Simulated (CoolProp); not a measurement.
Vapour-liquid equilibrium of acetone (1) + ethanol (2) at 14.5 bar; x and y are mole fractions of (1).

Model: multi-fluid Helmholtz-energy mixture model, Lemmon 2006 and Schroeder 2014; pair parameters Bell 2016, in CoolProp.

Give the bubble temperature and the first vapour's composition at x = 0.35, 0.55, 0.85. Is there an azeotrope?

x = 0.35: 160.3 °C, y = 0.390; x = 0.55: 159.2 °C, y = 0.560; x = 0.85: 160.3 °C, y = 0.830. y crosses x between x = 0.55 and 0.65: the model has an azeotrope there.

Pair parameters are fitted to limited data, so mixtures are less certain than the pure fluids.
